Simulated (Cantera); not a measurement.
A closed system holds: 1 mol N₂O, 0.15 mol O₂, at 13.3 mbar.

Method: chemical equilibrium by Gibbs-energy minimisation in Cantera with the NASA 1993 tables (ideal gas, pure condensed phases). Kinetics and transport are ignored. All values below are at 2025 K.

Base state: N₂ 0.600, O₂ 0.386, NO 0.00970, O 0.00435 (mole fractions); condensed: gas only.

Q: What changes in the equilibrium state with this change: N₂O replaced by H₂O?

A: 
```csv
species,before,after
H₂O,0,0.844
O₂,0.386,0.127
OH,0,0.0174
N₂,0.600,0
NO,0.00970,0
H₂,0,0.00712
H,0,0.00141
```
Further candidate phases: H₂O.
